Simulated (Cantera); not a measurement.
**Equilibrium for silicon carbide growth: CH3SiH3 + HCl + H2**

Charge: 1 mol CH3SiH3, 0.61 mol HCl, 1.3 mol H2, equilibrated at 0.280 bar.

These are equilibrium values from Cantera (NASA tables, ideal gas, pure condensed phases), not measurements of a reactor. Candidate condensed phases: C, C6H6, C7H8, C8H18, Si, SiC; 109 gas species. The feed counts by its element totals alone. The tables' values for SiCl, SiCl3 are old estimates; treat these amounts as uncertain. Gases not in the tables: Si2H6 and higher silanes. Rates play no part.

From 1025 K to 1425 K the condensed part is SiC(s). From 1525 K to 2025 K the condensed part is C(graphite) + SiC(s). From 2125 K to 2225 K the condensed part is SiC(s). The main Si-bearing gas is SiCl4 at 1025 K and SiCl2 at 2225 K.

| T (K) | x H2 | x HCl | x CH4 | x SiCl4 | x H | x SiCl2 | n SiC(s) | n C(graphite) |
|---|---|---|---|---|---|---|---|---|
| 1025 | 0.898 | 0.0740 | 0.0138 | 0.0124 | 7.80e-9 | 6.34e-6 | 0.934 | 0 |
| 1125 | 0.885 | 0.103 | 0.00584 | 0.00496 | 7.90e-8 | 2.86e-5 | 0.972 | 0 |
| 1225 | 0.879 | 0.117 | 0.00221 | 0.00159 | 5.52e-7 | 9.48e-5 | 0.989 | 0 |
| 1325 | 0.877 | 0.121 | 0.000998 | 0.000459 | 2.89e-6 | 0.000224 | 0.995 | 0 |
| 1425 | 0.876 | 0.123 | 0.000635 | 0.000115 | 1.21e-5 | 0.000354 | 0.997 | 0 |
| 1525 | 0.876 | 0.123 | 0.000490 | 2.95e-5 | 4.18e-5 | 0.000453 | 0.997 | 0.000314 |
| 1625 | 0.876 | 0.123 | 0.000316 | 1.08e-5 | 0.000125 | 0.000688 | 0.996 | 0.00191 |
| 1725 | 0.876 | 0.122 | 0.000215 | 4.46e-6 | 0.000329 | 0.000987 | 0.995 | 0.00329 |
| 1825 | 0.876 | 0.121 | 0.000152 | 2.01e-6 | 0.000779 | 0.00135 | 0.993 | 0.00428 |
| 1925 | 0.876 | 0.120 | 0.000112 | 9.76e-7 | 0.00169 | 0.00178 | 0.991 | 0.00449 |
| 2025 | 0.874 | 0.119 | 8.50e-5 | 5.05e-7 | 0.00340 | 0.00226 | 0.988 | 0.00328 |
| 2125 | 0.871 | 0.117 | 6.58e-5 | 2.76e-7 | 0.00640 | 0.00281 | 0.985 | 0 |
| 2225 | 0.866 | 0.115 | 4.70e-5 | 1.70e-7 | 0.0114 | 0.00369 | 0.979 | 0 |
x: gas mole fraction; n: condensed amount in mol.
